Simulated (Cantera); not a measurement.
An adiabatic, constant-volume homogeneous reactor starts with 14.7 % CH₄, 13.1 % CO, 16.4 % O₂, 55.8 % N₂, at 1375 K and 6600 Torr.

Computed with Cantera and GRI-Mech 3.0 (53 species, 325 reactions).

One state of this run: T (K) = 1480; P (bar) = 9.47; x CH₄ = 0.134; x CO = 0.131; x O₂ = 0.153; x H₂ = 0.00332; x N₂O = 1.29e-8. x: mole fraction; the columns are a selection and need not sum to one.

Question: Which value of t (s) does it belong to?
(A) 0.00132
(B) 0.434
(C) 0.00346
(D) 0.165

Answer: A, 0.00132
